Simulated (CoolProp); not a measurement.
Vapour-liquid equilibrium of nitrogen (1) + methane (2) at -166.05 °C; x and y are mole fractions of (1).

Model: multi-fluid Helmholtz-energy mixture model, Span 2000 and Setzmann 1991; pair parameters Kunz 2012, in CoolProp.

**Question.** Give the bubble pressure and the first vapour's composition at x = 0.15, 0.35, 0.85. Is there an azeotrope?

**Answer.** x = 0.15: 3.314 bar, y = 0.801; x = 0.35: 5.768 bar, y = 0.896; x = 0.85: 10.48 bar, y = 0.974. No azeotrope shows between x = 0.05 and 0.95.

Pair parameters are fitted to limited data, so mixtures are less certain than the pure fluids. The gap from Raoult's law changes sign with composition, which may be real or a fault of the pair parameters; it wasn't checked against measurements.
